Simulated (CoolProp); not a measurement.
A closed Brayton cycle with carbon dioxide: compressor inlet 327.15 K and 9.4 MPa, high pressure 32.8 MPa, turbine inlet 780 K, compressor efficiency 0.85, turbine efficiency 0.93, recuperator effectiveness 0.8 (on enthalpy, no pinch check). Each further row changes one setting.

Values from CoolProp's reference Helmholtz-energy equation of state, Span 1996.

```tsv
case	thermal efficiency (%)	net work (kJ/kg)	compressor to turbine work	compressor exit (K)	turbine exit (K)
as stated	___	91.0	0.41	423.9	631.5
turbine inlet 730 K	28.7	78.9	0.45	423.9	___
compressor inlet 337.15 K	___	81.6	___	445.5	631.5
high pressure 27.9 MPa	___	83.7	0.39	411.0	650.1
recuperator effectiveness 0.5	24.7	91.0	0.41	423.9	631.5
```

### Question
Some entries are withheld; supply them.

### Answer

- as stated, thermal efficiency (%): 30.7
- turbine inlet 730 K, turbine exit (K): 587.0
- compressor inlet 337.15 K, thermal efficiency (%): 29.1
- compressor inlet 337.15 K, compressor to turbine work: 0.48
- high pressure 27.9 MPa, thermal efficiency (%): 29.8
